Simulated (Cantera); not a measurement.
What does this Cantera script print?

```python
import numpy as np
import cantera as ct

gas_names = """
    B BF BF2 BF3 BO BOF BOF2 BO2 B2 B2O B2O2 B2O3 B3O3F3 F FO FO2 F2 F2O O O2 O3
""".split()
cond_names = """
    B(b) B(L) B2O3(L)
""".split()


# ... load() reads the species with a 1 bar reference pressure and builds the phases ...
atoms = {
    'B2O3': {'B': 2, 'O': 3},
    'F2': {'F': 2},
}
top_T = {}  # K; cautious upper limits of use, not melting points


# ... equilibrate(T, P, feed) seeds the gas with the atoms and calls Mixture.equilibrate('TP', solver="vcs", rtol=1e-11, max_steps=5000) ...
results = []
feed = {'B2O3': 1, 'F2': 2.9}  # mol
P = 54  # Pa
for T in [1000, 1050, 1100, 1150, 1200, 1250, 1300, 1350, 1400, 1450, 1500, 1550, 1600, 1650]:
    mix = equilibrate(T, P, feed)
    results.append((T, P, feed, dict(zip(mix.species_names, mix.species_moles))))

top = {s: max(r[3][s] / sum(r[3][g] for g in gas_names) for r in results) for s in gas_names}
cols = sorted((s for s in top if top[s] > 1e-06), key=lambda s: -top[s])[:5]
seen = [c for c in cond_names if any(r[3].get(c, 0) > 1e-12 for r in results)]
print("log10 of partial pressures in bar; condensed amounts in mol")
print(f"{'T/K':>10s}" + "".join(f"{s[:9]:>10s}" for s in cols + seen))
for T, P, feed, n in results:
    ng = sum(n[g] for g in gas_names)
    print(f"{T:10.4g}" + "".join(f"{np.log10(max(n[s] / ng * P / 1e5, 1e-99)):10.3f}" for s in cols)
          + "".join(f"{n.get(c, 0):10.4g}" for c in seen))
```

Output:

```
log10 of partial pressures in bar; condensed amounts in mol
       T/K       BF3        O2       BOF    B3O3F3         F
      1000    -3.519    -3.637    -5.765    -5.325   -12.826
      1050    -3.521    -3.638    -5.341    -5.424   -12.168
      1100    -3.523    -3.641    -5.015    -5.692   -11.540
      1150    -3.526    -3.643    -4.847    -6.321   -10.903
      1200    -3.527    -3.644    -4.810    -7.251   -10.258
      1250    -3.527    -3.644    -4.806    -8.193    -9.649
      1300    -3.527    -3.644    -4.806    -9.070    -9.085
      1350    -3.527    -3.644    -4.806    -9.882    -8.563
      1400    -3.527    -3.644    -4.806   -10.635    -8.078
      1450    -3.527    -3.644    -4.806   -11.334    -7.626
      1500    -3.527    -3.644    -4.805   -11.984    -7.204
      1550    -3.527    -3.644    -4.804   -12.590    -6.810
      1600    -3.527    -3.645    -4.801   -13.151    -6.442
      1650    -3.528    -3.645    -4.796   -13.668    -6.097
```

Method: chemical equilibrium by Gibbs-energy minimisation in Cantera with the NASA 1993 tables (ideal gas, pure condensed phases).
